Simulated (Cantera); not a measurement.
Charge: 1 mol Zr, 0.012 mol H₂O, 11 mol H₂, at 2102 °C and 750 Torr.

Cantera equilibrium calculation (NASA polynomials, part measured and part estimated; ideal gas, pure solids and liquids). Candidate condensed phases: H₂O, Zr, ZrO₂; 12 gas species. Mutual solubility and eutectic melting of coexisting phases are not modelled. Condensed phases not in the tables: N, O or C dissolved in the metal. Kinetics and transport are ignored.

Base state: H₂ 0.986, H 0.0140, H₂O 1.74e-5, ZrO 1.60e-5 (mole fractions); condensed: Zr(l) + ZrO₂(tetragonal).

**Question.** What changes in the equilibrium state with this change: temperature from 2102 °C to 2475 °C?

**Answer.** 
```tsv
species	before	after
H₂	0.986	0.933
H	0.0140	0.0656
ZrO	1.60e-5	0.000908
Zr	6.47e-7	3.38e-5
H₂O	1.74e-5	0.000124
Zr(l), mol	0.994	0.989
ZrO₂(tetragonal), mol	0.00581	0
```
